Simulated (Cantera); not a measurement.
Charge: 1 mol acetone, a varied amount of H2, held at 1250 K and 17300 Torr.

Method: chemical equilibrium by Gibbs-energy minimisation in Cantera with the NASA 1993 tables (ideal gas, pure condensed phases). Candidate condensed phases: C, C6H6, C7H8, C8H18, H2O; 110 gas species. The feed counts by its element totals alone. Equilibrium is a limit: real reactors are often held back by kinetics, nucleation or transport.

Problem. Which condensed phases are stable at each of these points (n(H2) (mol)): 1.4, 1.9, 2.7, 3.7, 5, 6.9, 9.5, 13?

Solution. 
| n(H2) (mol) | condensed phases | C condensed (%) |
|---|---|---|
| 1.4 | C(graphite) | 55.6 |
| 1.9 | C(graphite) | 53.3 |
| 2.7 | C(graphite) | 49.5 |
| 3.7 | C(graphite) | 44.7 |
| 5 | C(graphite) | 38.5 |
| 6.9 | C(graphite) | 29.3 |
| 9.5 | C(graphite) | 16.6 |
| 13 | gas only | 0.0 |

From 1.4 mol H2 to 9.5 mol H2 the condensed part is C(graphite). At 13 mol H2 nothing is condensed.
